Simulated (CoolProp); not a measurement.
Sulfur dioxide along the isotherm 525 K: Z from the reference equation and from simpler models built on Tc = 430.6 K, pc = 78.87 bar, ω = 0.256; each cubic takes its own stable root.

Values from CoolProp's reference Helmholtz-energy equation of state, Gao 2016.

```tsv
p (bar)	phase	reference
1.11	gas	0.9976
1.67	gas	0.9964
2.52	gas	0.9946
3.8	gas	0.9918
5.73	gas	0.9876
8.65	gas	0.9812
13	gas	0.9717
19.7	gas	0.9568
29.7	gas	0.9343
44.8	gas	0.8997
67.6	gas	0.8460
102	supercritical	0.7637
154	supercritical	0.6480
232	supercritical	0.5756
350	supercritical	0.6505
```

Task: How far does each simpler model (van der Waals, Redlich-Kwong, Soave-Redlich-Kwong, Peng-Robinson) lie from the reference over these 15 states: mean and median of the absolute difference, and the worst?

Result: 
- van der Waals: mean 3.4 %, median 0.4 %, worst +20.2 % at 525 K and 350 bar
- Redlich-Kwong: mean 1.5 %, median 0.5 %, worst +6.2 % at 525 K and 350 bar
- Soave-Redlich-Kwong: mean 2.6 %, median 0.1 %, worst +14.5 % at 525 K and 232 bar
- Peng-Robinson: mean 1.4 %, median 0.6 %, worst +6.9 % at 525 K and 232 bar
